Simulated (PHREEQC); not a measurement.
# Spent oxide etchant: speciation

Consider water at 25 °C with 0.0022 mol/kgw HF, 6.6e-05 mol/kgw (NH4)2SiF6, 0.022 mol/kgw H3BO3 and 3.3e-05 mol/kgw H2SO4. Closed to the air; pH follows from the charge balance.

Model: ion-association model, wateq4f.dat, run in PHREEQC.

Each row changes one thing in this solution. This is a speciation only: nothing precipitates in the calculation.

```csv
case,pH,ionic strength (mol/kgw),HF (mol/kgw),F- (mol/kgw),SO4-2 (mol/kgw),HSO4- (mol/kgw)
as made,3.05,0.00109,0.000658,0.000508,3.06e-5,2.39e-6
H3BO3 left out,…,0.00120,…,0.000991,3.04e-5,2.53e-6
H3BO3 from 0.022 to 0.011 mol/kgw,3.05,0.00110,0.000777,0.000599,3.06e-5,2.39e-6
(NH4)2SiF6 left out,3.05,0.000956,0.000610,0.000471,3.06e-5,2.40e-6
diluted 5-fold with water,…,0.000367,0.000162,0.000338,…,1.91e-7
(NH4)2SiF6 replaced by NaBF4 at the same molality,3.04,0.00104,0.000647,0.000491,3.06e-5,2.43e-6
H3BO3 from 0.022 to 0.0022 mol/kgw,3.04,0.00113,0.00106,0.000798,3.05e-5,…
H2SO4 replaced by Cs2SO4 at the same molality,3.07,0.00111,0.000647,0.000527,3.07e-5,2.27e-6
diluted 100-fold with water,4.62,2.60e-5,9.06e-7,2.50e-5,3.29e-7,7.63e-10
```

Problem. Complete the blanks.

Solution. 
- H3BO3 left out, pH: 3.02
- H3BO3 left out, HF (mol/kgw): 0.00137
- diluted 5-fold with water, pH: 3.49
- diluted 5-fold with water, SO4-2 (mol/kgw): 6.41e-6
- H3BO3 from 0.022 to 0.0022 mol/kgw, HSO4- (mol/kgw): 2.44e-6

Complexes and solids missing from the database can't appear. SiF6-2 is the database's only silicon fluoride. Real BF4- forms and hydrolyses slowly; the run takes it at equilibrium.
